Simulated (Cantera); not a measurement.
Input (Python, Cantera):

```python
import numpy as np
import cantera as ct

gas = ct.Solution("gri30.yaml")
gas.TPX = 1400, 2666, {'C2H4': 1, 'H2': 36, 'N2': 0.29}
reactor = ct.IdealGasConstPressureReactor(gas, energy="off", clone=False)
net = ct.ReactorNet([reactor])
net.rtol, net.atol = 1e-08, 1e-18
show = ['C2H4', 'H2', 'H', 'C2H6', 'CH2', 'C2H']
times = np.geomspace(6e-05, 20, 15)

steps = ct.SolutionArray(gas, extra=["t"])
rows = []
print(f"{'t/s':>10s}{'T/K':>9s}{'P/Pa':>11s}" + "".join(f"{s:>11s}" for s in show))
for t in times:
    while net.time < t:
        t_next = net.step()
        steps.append(gas.state, t=t_next)
    rows.append([np.interp(t, steps.t, y) for y in (steps.T, steps.P, *steps(*show).X.T)])
    print(f"{t:10.3e}{rows[-1][0]:9.1f}{rows[-1][1]:11.4g}" + "".join(f"{x:11.3e}" for x in rows[-1][2:]))
rate = np.gradient(steps.T, steps.t)
print("integrator steps:", len(steps.t))
if steps.T.max() > steps.T[0] + 200:
    print(f"time of steepest temperature rise: {steps.t[rate.argmax()]:.4e} s")
gas.TPX = 1400, 2666, {'C2H4': 1, 'H2': 36, 'N2': 0.29}
gas.equilibrate("TP")
print(f"equilibrium (TP): T = {gas.T:.1f} K  " + "  ".join(f"{s} {gas[s].X[0]:.3e}" for s in show))
```

Output:

```
       t/s      T/K       P/Pa       C2H4         H2          H       C2H6        CH2        C2H
 6.000e-05   1400.0       2666  2.682e-02  9.654e-01  3.881e-10  9.240e-12  1.698e-16  2.249e-19
 1.488e-04   1400.0       2666  2.682e-02  9.654e-01  1.030e-09  3.287e-11  7.963e-16  1.449e-18
 3.691e-04   1400.0       2666  2.681e-02  9.654e-01  2.635e-09  9.820e-11  2.755e-15  9.124e-18
 9.154e-04   1400.0       2666  2.681e-02  9.654e-01  6.620e-09  2.865e-10  7.753e-15  5.670e-17
 2.270e-03   1400.0       2666  2.680e-02  9.654e-01  1.653e-08  9.123e-10  2.018e-14  3.512e-16
 5.631e-03   1400.0       2666  2.676e-02  9.654e-01  4.138e-08  3.413e-09  5.128e-14  2.191e-15
 1.397e-02   1400.0       2666  2.668e-02  9.654e-01  1.056e-07  1.501e-08  1.313e-13  1.391e-14
 3.464e-02   1400.0       2666  2.648e-02  9.654e-01  2.940e-07  7.371e-08  3.637e-13  9.774e-14
 8.592e-02   1400.0       2666  2.592e-02  9.654e-01  1.132e-06  4.161e-07  1.373e-12  9.918e-13
 2.131e-01   1400.0       2666  2.368e-02  9.655e-01  7.977e-06  3.023e-06  8.898e-12  2.434e-11
 5.285e-01   1400.0       2666  1.405e-02  9.658e-01  1.713e-05  3.604e-06  1.179e-11  2.128e-10
 1.311e+00   1400.0       2666  3.286e-03  9.661e-01  2.033e-05  9.061e-07  4.281e-12  4.652e-10
 3.251e+00   1400.0       2666  5.510e-04  9.661e-01  3.188e-05  1.721e-07  4.270e-12  8.140e-10
 8.064e+00   1400.0       2666  5.368e-04  9.661e-01  3.333e-05  1.697e-07  5.819e-12  8.504e-10
 2.000e+01   1400.0       2666  5.351e-04  9.660e-01  3.324e-05  1.691e-07  8.778e-12  8.455e-10
integrator steps: 603
equilibrium (TP): T = 1400.0 K  C2H4 4.015e-04  H2 9.613e-01  H 2.941e-05  C2H6 2.011e-07  CH2 1.259e-10  C2H 5.636e-10
```

Computed with Cantera and GRI-Mech 3.0 (53 species, 325 reactions). GRI-Mech 3.0 was tuned for natural gas; its chemistry of ethylene as a main component is partial and can be far from experiment. GRI-Mech 3.0 stops at C3 and has no aromatics, soot or wall deposition, so with more carbon than oxygen in the feed, carbon stays in small species such as C2H2 where larger ones or solid carbon would form. Radical loss at walls, strong at low pressure, is not modelled.
